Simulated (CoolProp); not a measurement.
Vapour-liquid equilibrium of R22 (1) + R152A (2) at 13 kPa; x and y are mole fractions of (1).

Computed with CoolProp (multi-fluid Helmholtz-energy mixture model, Kamei 1995 and Outcalt 1996; pair parameters Bell 2016).

**Question.** Give the bubble temperature and the first vapour's composition at x = 0.2, 0.35, 0.875. Is there an azeotrope?

**Answer.** x = 0.2: 207.6 K, y = 0.359; x = 0.35: 205.3 K, y = 0.562; x = 0.875: 197.8 K, y = 0.960. No azeotrope shows between x = 0.05 and 0.95.

Pair parameters are fitted to limited data, so mixtures are less certain than the pure fluids.
